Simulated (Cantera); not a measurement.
An isothermal, constant-pressure homogeneous reactor starts with N2O : N2 = 1 : 0.0058 (molar parts), at 1348 K and 90.0 Torr.

Model: GRI-Mech 3.0 (53 species, 325 reactions), integrated in Cantera. GRI-Mech 3.0 was tuned for natural gas; its chemistry of N2O as a main component is partial and can be far from experiment. The mechanism lacks the step 2 NO + O2 → 2 NO2, which can matter for NO2 below about 1400 K. The temperature is held fixed by assumption; the heat of reaction is taken as removed at once.

Task: Predict: x(N2O) at 2.00 s; x(NO) at 2.00 s; x(O) at 2.00 s; x(NO2) at 2.00 s; x(N2) at 2.00 s.

Result: 
```json
{
 "x(N2O) at 2.00 s": "0.127 (gas-phase equilibrium 1.29e-8)",
 "x(NO) at 2.00 s": "0.0966 (gas-phase equilibrium 0.000622)",
 "x(O) at 2.00 s": "1.14e-5 (gas-phase equilibrium 6.83e-7)",
 "x(NO2) at 2.00 s": "0.000114 (gas-phase equilibrium 2.42e-6)",
 "x(N2) at 2.00 s": "0.535 (gas-phase equilibrium 0.668)"
}
```
